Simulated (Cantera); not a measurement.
SiCl4 + HCl + H2 (chlorosilane synthesis and conversion)

Feed: 1 mol SiCl4, 0.53 mol HCl, 8.3 mol H2, held at 1.30 bar.

Method: chemical equilibrium by Gibbs-energy minimisation in Cantera with the NASA 1993 tables (ideal gas, pure condensed phases). Candidate condensed phases: Si; 19 gas species. The tables' values for SiCl3 are old estimates; treat these amounts as uncertain. Equilibrium is a limit: real reactors are often held back by kinetics, nucleation or transport.

From 573 K to 1623 K nothing is condensed. The main Si-bearing gas is SiCl4 at 573 K and SiCl2 at 1623 K.

```csv
T (K),x H2,x HCl,x SiCl4,x SiCl2,x SiHCl3,x SiCl3
573,0.844,0.0539,0.102,<1e-12,2.25e-5,2.47e-11
723,0.844,0.0544,0.101,7.62e-12,0.000470,5.56e-8
873,0.841,0.0571,0.0986,3.77e-8,0.00311,7.95e-6
1023,0.834,0.0644,0.0914,1.15e-5,0.0100,0.000223
1173,0.821,0.0778,0.0788,0.000585,0.0194,0.00216
1323,0.796,0.103,0.0594,0.00750,0.0232,0.00903
1473,0.755,0.147,0.0336,0.0298,0.0162,0.0171
1623,0.714,0.190,0.0126,0.0568,0.00734,0.0175
```
x: gas mole fraction; nothing condenses.
